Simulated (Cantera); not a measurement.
An isothermal, constant-pressure homogeneous reactor starts with 0.238 % CH4, 99.2 % H2, 0.546 % O2, equivalence ratio 92, at 2248 K and 0.0100 bar.

Detailed kinetics in Cantera: GRI-Mech 3.0 (53 species, 325 reactions). Radical loss at walls, strong at low pressure, is not modelled.

x: mole fraction; the columns are a selection and need not sum to one.

```csv
t (s),x CH4,x H2,x O2,x H,x CO2
6.00e-5,0.00238,0.992,0.00545,3.69e-5,1.55e-11
0.000243,0.00237,0.992,0.00541,(withheld),4.86e-10
0.000981,0.00229,0.989,0.00472,0.00198,5.47e-8
0.00396,(withheld),0.975,(withheld),(withheld),(withheld)
0.0160,0.00142,0.972,1.27e-9,0.0154,1.63e-7
0.0648,0.000460,0.966,2.50e-9,0.0220,7.36e-7
0.262,8.42e-5,0.958,4.05e-9,0.0305,2.33e-6
1.06,6.30e-7,0.943,7.56e-9,0.0462,3.75e-6
4.28,<1e-12,0.921,1.70e-8,0.0681,3.74e-6
17.3,<1e-12,0.919,1.86e-8,0.0709,3.74e-6
70.0,<1e-12,0.919,1.86e-8,0.0709,3.74e-6
```

### Question
Complete the blanks.

### Answer

- 0.000243, x H: 0.000225
- 0.00396, x CH4: 0.00185
- 0.00396, x O2: 4.69e-5
- 0.00396, x H: 0.0121
- 0.00396, x CO2: 1.35e-6
